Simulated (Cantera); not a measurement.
Input: 1 mol Cu, 3 mol F2, a varied amount of H2, held at 927 °C and 5.80 Pa.

Method: chemical equilibrium by Gibbs-energy minimisation in Cantera with the NASA 1993 tables (ideal gas, pure condensed phases). Candidate condensed phases: Cu, CuF2; 15 gas species. Equilibrium is a limit: real reactors are often held back by kinetics, nucleation or transport.

Problem. At 0.6 mol H2, list the 5 most abundant gas species with their mole fractions, and the condensed phases.

Solution. F 0.560, HF 0.240, CuF2 0.200, F2 6.87e-5, CuF 3.95e-5. Condensed: gas only.
